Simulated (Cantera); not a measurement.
Feed: 1 mol Cu₂O, 0.7 mol H₂, 3.5 mol N₂, equilibrated at 1802 °C and 58000 Pa.

Equilibrium computed with Cantera from the NASA thermochemical tables; the gas is ideal and each condensed phase is pure. Candidate condensed phases: Cu, CuO, Cu(OH)₂, Cu₂O, H₂O; 27 gas species. Rates play no part.

Base state: N₂ 0.790, H₂O 0.156, O₂ 0.0315, Cu 0.0145, NO 0.00363, OH 0.00260, H₂ 0.000576, O 0.000272 (mole fractions); condensed: Cu(l).

What changes in the equilibrium state with this change: Cu₂O replaced by PbO?


```
species       before     after
----------  --------  --------
N₂             0.790     0.671
Pb                 0     0.137
H₂O            0.156     0.132
PbO                0    0.0543
Cu            0.0145         0
O₂            0.0315   0.00190
CuO         0.000196         0
Cu₂          7.67e-5         0
Pb₂                0   4.62e-5
NO           0.00363  0.000820
O           0.000272   6.67e-5
Cu(l), mol      1.93         0
```
Gases not in the tables: (PbO)n polymers. Further candidate phases: Pb, PbO, PbO₂, Pb₃O₄.

What changes in the equilibrium state with this change: Cu₂O replaced by ZrO₂?


```csv
species,before,after
N₂,0.790,0.833
H₂,0.000576,0.166
H,8.40e-5,0.00142
H₂O,0.156,4.47e-5
O₂,0.0315,<1e-9
Cu,0.0145,0
NO,0.00363,3.70e-9
O,0.000272,<1e-9
"Cu(l), mol",1.93,0
"ZrO₂(tetragonal), mol",0,1.000
```
Further candidate phases: Zr, ZrN, ZrO₂.
